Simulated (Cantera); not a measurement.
Gas-phase reforming

An isothermal, constant-pressure homogeneous reactor starts with 71.4 % CH4, 28.6 % H2O, at 1523 K and 2480 Torr.

Detailed kinetics in Cantera: GRI-Mech 3.0 (53 species, 325 reactions). GRI-Mech 3.0 stops at C3 and has no aromatics, soot or wall deposition, so with more carbon than oxygen in the feed, carbon stays in small species such as C2H2 where larger ones or solid carbon would form.

| t (s) | x CH4 | x H2O | x CO | x HCO | x C2H2 | x CH2 |
|---|---|---|---|---|---|---|
| 0.000400 | 0.712 | 0.286 | 1.03e-7 | 1.48e-11 | 2.07e-6 | 1.69e-9 |
| 0.000862 | 0.710 | 0.286 | 7.17e-7 | 4.81e-11 | 1.82e-5 | 2.46e-9 |
| 0.00186 | 0.703 | 0.285 | 4.80e-6 | 1.40e-10 | 0.000173 | 3.55e-9 |
| 0.00400 | 0.686 | 0.283 | 2.44e-5 | 2.53e-10 | 0.00143 | 4.18e-9 |
| 0.00862 | 0.650 | 0.278 | 8.02e-5 | 2.47e-10 | 0.00785 | 3.86e-9 |
| 0.0186 | 0.584 | 0.267 | 0.000219 | 1.93e-10 | 0.0258 | 3.49e-9 |
| 0.0400 | 0.488 | 0.250 | 0.000606 | 1.51e-10 | 0.0534 | 3.32e-9 |
| 0.0862 | 0.371 | 0.230 | 0.00164 | 1.44e-10 | 0.0819 | 3.28e-9 |
| 0.186 | 0.264 | 0.210 | 0.00425 | 2.30e-10 | 0.104 | 3.44e-9 |
| 0.400 | 0.216 | 0.194 | 0.0105 | 5.07e-10 | 0.109 | 3.45e-9 |
| 0.862 | 0.213 | 0.175 | 0.0230 | 1.04e-9 | 0.101 | 3.06e-9 |
| 1.86 | 0.213 | 0.146 | 0.0440 | 1.95e-9 | 0.0871 | 2.49e-9 |
| 4.00 | 0.210 | 0.108 | 0.0737 | 3.31e-9 | 0.0698 | 1.88e-9 |
x: mole fraction; the columns are a selection and need not sum to one.

Equilibrium at this temperature and pressure: CH4 0.175, H2O 8.11e-6, CO 0.170, HCO 8.28e-9, C2H2 0.0273, CH2 8.04e-10 (gas phase only).
